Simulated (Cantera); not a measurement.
An adiabatic, constant-volume homogeneous reactor starts with CH₄ : O₂ : N₂ = 1 : 0.78 : 5.37 (molar parts), equivalence ratio 2.6, at 1798 K and 7500 Torr.

Computed with Cantera and GRI-Mech 3.0 (53 species, 325 reactions).

Problem. Predict: time of steepest temperature rise; temperature at 0.600 s; equilibrium temperature; x(CH₄) at 0.600 s; x(O₂) at 0.600 s; x(HCN) at 0.600 s; x(CO) at 0.600 s; x(OH) at 0.600 s.

Solution. 
* **time of steepest temperature rise**: 31.9 µs
* **temperature at 0.600 s**: 2551 K
* **equilibrium temperature**: 2551 K
* **x(CH₄) at 0.600 s**: 7.44e-9 (gas-phase equilibrium 8.34e-9)
* **x(O₂) at 0.600 s**: 4.09e-7 (gas-phase equilibrium 4.09e-7)
* **x(HCN) at 0.600 s**: 3.84e-6 (gas-phase equilibrium 3.84e-6)
* **x(CO) at 0.600 s**: 0.113 (gas-phase equilibrium 0.113)
* **x(OH) at 0.600 s**: 0.000243 (gas-phase equilibrium 0.000243)
